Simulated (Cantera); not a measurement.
Equilibrium for hydrogen reduction and annealing atmospheres: FeS + H2

A closed system holds: 1 mol FeS, 40 mol H2, at 7.50 Torr.

Cantera equilibrium calculation (NASA polynomials, part measured and part estimated; ideal gas, pure solids and liquids). Candidate condensed phases: Fe, FeS, FeS2, S; 8 gas species. The numbers say what is thermodynamically allowed, not how fast it happens.

From 1425 °C to 1525 °C the condensed part is Fe(δ). From 1550 °C to 1675 °C the condensed part is Fe(l). From 1700 °C to 1725 °C nothing is condensed. The main Fe-bearing gas is Fe throughout.

```
T (°C)  log p H2  log p Fe  log p H  log p H2S  log p S2  log p SH  n Fe(δ)  n Fe(l)
------  --------  --------  -------  ---------  --------  --------  -------  -------
1425       -2.01     -5.22    -4.84      -3.95     -4.26     -4.63    0.975        0
1450       -2.01     -5.04    -4.74      -3.98     -4.24     -4.58    0.963        0
1475       -2.01     -4.87    -4.65      -4.01     -4.23     -4.54    0.945        0
1500       -2.01     -4.70    -4.55      -4.04     -4.22     -4.51    0.920        0
1525       -2.01     -4.54    -4.46      -4.08     -4.21     -4.47    0.884        0
1550       -2.01     -4.39    -4.37      -4.11     -4.20     -4.44        0    0.835
1575       -2.01     -4.24    -4.28      -4.15     -4.20     -4.41        0    0.768
1600       -2.01     -4.10    -4.20      -4.18     -4.20     -4.38        0    0.677
1625       -2.02     -3.96    -4.12      -4.22     -4.20     -4.36        0    0.554
1650       -2.02     -3.83    -4.04      -4.25     -4.20     -4.33        0    0.390
1675       -2.02     -3.70    -3.96      -4.29     -4.21     -4.31        0    0.170
1700       -2.02     -3.62    -3.88      -4.33     -4.22     -4.29        0        0
1725       -2.03     -3.62    -3.81      -4.37     -4.23     -4.27        0        0
```
log p: log10 of the partial pressure in bar; n: condensed amount in mol.
